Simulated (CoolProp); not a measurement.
Vapour-liquid equilibrium of C2F6 (R116) (1) + propylene (2) at 6.99 bar; x and y are mole fractions of (1).

Values from CoolProp's multi-fluid Helmholtz-energy mixture model, Lemmon 2006 and Lemmon 2013; pair parameters Bell 2016.

```csv
x,bubble temperature (°C),y at the bubble point,dew temperature at overall composition x (°C),liquid density (mol/L)
0.05,-9.1,0.362,4.3,12.97
0.15,-23.8,0.624,0.3,12.88
0.25,-28.6,0.694,-3.9,12.49
0.35,-30.3,0.719,-8.5,12.03
0.45,-31.1,0.734,-13.6,11.59
0.55,-31.7,0.749,-19.2,11.18
0.65,-32.4,0.770,-25.6,10.84
0.75,-33.0,0.804,-31.8,10.54
0.85,-33.3,0.857,-33.3,10.30
0.95,-33.1,0.940,-33.0,10.08
```

y crosses x between x = 0.85 and 0.95: the model has an azeotrope there.

Pair parameters are fitted to limited data, so mixtures are less certain than the pure fluids. With so large a gap from Raoult's law the liquid may split in two, which this calculation doesn't test in full.
